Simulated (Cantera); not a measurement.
**Premixed flame**

A freely propagating, adiabatic, planar premixed flame of 15.4 % CH3OH, 17.7 % O2, 66.9 % N2, unburnt at 523 K and 4.00 bar; unity-Lewis-number transport, grid criteria slope 0.08 and curve 0.16, no radiation.

Detailed kinetics in Cantera: GRI-Mech 3.0 (53 species, 325 reactions). GRI-Mech 3.0 was tuned for natural gas; its chemistry of methanol as a main component is partial and can be far from experiment. Unity Lewis numbers drop preferential diffusion, which matters most where H2 and H carry the flame. Burning velocities carry a grid error of a few per cent, more on coarse grids.

```tsv
z (mm)	T (K)	u (m/s)	x CH3OH	x O2	x C2H4	x CH2	x H2	x H
-0.301	524	0.634	0.154	0.177	<1e-8	<1e-8	6.18e-5	<1e-8
-0.200	529	0.640	0.153	0.176	1.85e-8	<1e-8	0.000324	<1e-8
-0.150	548	0.664	0.151	0.174	7.12e-8	<1e-8	0.00125	<1e-8
-0.100	638	0.781	0.140	0.164	3.38e-7	<1e-8	0.00591	<1e-8
-0.0501	1027	1.32	0.0899	0.118	1.52e-6	<1e-8	0.0267	1.10e-7
-0.0250	1398	1.88	0.0427	0.0750	2.62e-6	4.96e-8	0.0462	2.72e-5
0	1791	2.51	0.00303	0.0322	3.02e-6	1.39e-5	0.0571	0.00343
0.0250	1952	2.73	3.41e-6	0.0121	1.91e-7	1.64e-6	0.0401	0.0119
0.0501	2026	2.82	2.94e-8	0.00626	<1e-8	1.11e-7	0.0371	0.0116
0.100	2105	2.91	<1e-8	0.00304	<1e-8	<1e-8	0.0369	0.00843
0.200	2168	2.98	<1e-8	0.00128	<1e-8	<1e-8	0.0362	0.00502
0.401	2206	3.03	<1e-8	0.000430	<1e-8	<1e-8	0.0354	0.00271
0.802	2225	3.05	<1e-8	0.000131	<1e-8	<1e-8	0.0351	0.00146
```
x: mole fraction of selected species; z is measured from the peak of heat release.

```json
{
  "laminar_burning_velocity": "63.2 cm/s",
  "thermal_thickness": "0.100 mm",
  "peak x(C2H4)": "3.33e-6",
  "peak x(CH2)": "1.42e-5",
  "peak x(H2)": "0.0584",
  "peak x(H)": "0.0122"
}
```
